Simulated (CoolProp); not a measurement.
A single-stage vapour-compression cycle with R125: evaporating at 262.15 K (dew point), condensing at 312.15 K (bubble point), superheat 8 K, subcooling 8 K, compressor efficiency 0.75, no pressure losses. Each further row changes one setting.

The numbers come from the reference Helmholtz-energy equation of state, Lemmon 2005 in CoolProp.

```tsv
case	cooling COP	pressure ratio	discharge temperature (K)	refrigerating effect (kJ/kg)	volumetric capacity (kJ/m³)
as stated	(withheld)	4.21	328.4	93.3	2610
evaporating temperature 267.15 K	(withheld)	3.55	327.4	(withheld)	3170
condensing temperature 307.15 K	3.44	(withheld)	322.9	100	2800
subcooling 13 K	(withheld)	4.21	328.4	100	2800
superheat 18 K	3.01	4.21	337.9	102	2690
compressor efficiency 0.65	(withheld)	4.21	(withheld)	93.3	2610
```

**Question.** Complete the blanks.

**Answer.** 
- as stated, cooling COP: 2.94
- evaporating temperature 267.15 K, cooling COP: 3.43
- evaporating temperature 267.15 K, refrigerating effect (kJ/kg): 96.0
- condensing temperature 307.15 K, pressure ratio: 3.72
- subcooling 13 K, cooling COP: 3.16
- compressor efficiency 0.65, cooling COP: 2.55
- compressor efficiency 0.65, discharge temperature (K): 332.9
